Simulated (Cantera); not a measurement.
A perfectly stirred reactor is fed with 6.77 % CH4, 6.70 % CO, 18.1 % O2, 68.4 % N2, equivalence ratio 0.93, at 1.01 bar; it is adiabatic with a 373 K inlet, and is followed from long to short residence time, starting on the burning branch (τ in s: 0.48, 0.14, 0.04, 0.011, 0.0033, 0.00095, 0.00028, 7.9e-05, 2.3e-05, 6.6e-06).

Cantera simulation using GRI-Mech 3.0 (53 species, 325 reactions); the numbers are that mechanism's predictions, not measurements.

x: mole fraction; the columns are a selection and need not sum to one.

```tsv
τ (s)	T (K)	x CH4	x CO	x O2	x NO	x O	x H2
0.48	2251	5.28e-7	0.00930	0.0159	0.00279	0.000497	0.00179
0.14	2245	[?]	[?]	0.0167	[?]	[?]	[?]
0.040	2224	4.86e-6	0.0123	0.0183	0.000975	0.000761	0.00240
0.011	2173	1.28e-5	0.0173	0.0212	0.000435	0.00129	0.00352
0.0033	2092	3.05e-5	0.0241	0.0251	0.000193	0.00229	0.00525
0.00095	1982	[?]	[?]	[?]	[?]	[?]	[?]
0.00028	1850	0.000241	0.0420	0.0362	4.01e-5	0.00566	0.00970
7.9e-5	1662	0.00131	0.0633	0.0510	1.07e-5	0.00506	0.0112
2.3e-5	373	0.0677	0.0670	0.181	<1e-12	<1e-12	<1e-12
6.6e-6	373	0.0677	0.0670	0.181	<1e-12	<1e-12	<1e-12
```

Task: Some entries are withheld; supply them.

Result: 
- 0.14, x CH4: 1.67e-6
- 0.14, x CO: 0.0101
- 0.14, x NO: 0.00187
- 0.14, x O: 0.000565
- 0.14, x H2: 0.00194
- 0.00095, x CH4: 7.99e-5
- 0.00095, x CO: 0.0324
- 0.00095, x O2: 0.0301
- 0.00095, x NO: 8.61e-5
- 0.00095, x O: 0.00391
- 0.00095, x H2: 0.00751
